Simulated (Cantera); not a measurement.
## Adiabatic ignition

An adiabatic, constant-pressure homogeneous reactor starts with CH3OH : O2 : N2 : H2O = 1 : 3.26 : 12.3 : 1.3 (molar parts), at 1548 K and 1.01 bar.

Computed with Cantera and GRI-Mech 3.0 (53 species, 325 reactions). GRI-Mech 3.0 was tuned for natural gas; its chemistry of methanol as a main component is partial and can be far from experiment.

```tsv
t (s)	T (K)	x CH3OH	x O2	x H2O	x HO2	x HCO	x H2
2.00e-6	1548	0.0560	0.183	0.0728	1.07e-5	4.50e-10	7.57e-6
5.02e-6	1548	0.0559	0.182	0.0728	3.21e-5	1.62e-9	2.29e-5
1.26e-5	1548	0.0558	0.182	0.0729	9.40e-5	7.40e-9	7.21e-5
3.17e-5	1548	0.0551	0.182	0.0731	0.000294	6.90e-8	0.000312
7.96e-5	1559	0.0485	0.178	0.0770	0.00103	2.86e-6	0.00285
0.000200	2102	<1e-12	0.0957	0.154	1.35e-5	1.52e-8	0.00825
0.000502	2351	<1e-12	0.0940	0.170	6.85e-6	5.55e-10	0.00227
0.00126	2373	<1e-12	0.0939	0.171	7.25e-6	3.09e-10	0.00174
0.00317	2372	<1e-12	0.0937	0.171	7.23e-6	3.07e-10	0.00174
0.00796	2371	<1e-12	0.0933	0.172	7.17e-6	3.03e-10	0.00173
0.0200	2368	<1e-12	0.0923	0.172	7.05e-6	2.94e-10	0.00171
0.0502	2362	<1e-12	0.0906	0.172	6.85e-6	2.79e-10	0.00167
0.126	2358	<1e-12	0.0892	0.172	6.68e-6	2.68e-10	0.00165
0.317	2357	<1e-12	0.0890	0.172	6.66e-6	2.66e-10	0.00164
0.796	2357	<1e-12	0.0890	0.172	6.66e-6	2.66e-10	0.00164
2.00	2357	<1e-12	0.0890	0.172	6.66e-6	2.66e-10	0.00164
```
x: mole fraction; the columns are a selection and need not sum to one.

| Item | Value |
|---|---|
| time of steepest temperature rise | 0.154 ms |
| temperature at 2.00 s | 2357 K |
| equilibrium temperature | 2357 K |
| x(CH3OH) at 2.00 s | <1e-12 (gas-phase equilibrium <1e-12) |
| x(O2) at 2.00 s | 0.0890 (gas-phase equilibrium 0.0890) |
| x(H2O) at 2.00 s | 0.172 (gas-phase equilibrium 0.172) |
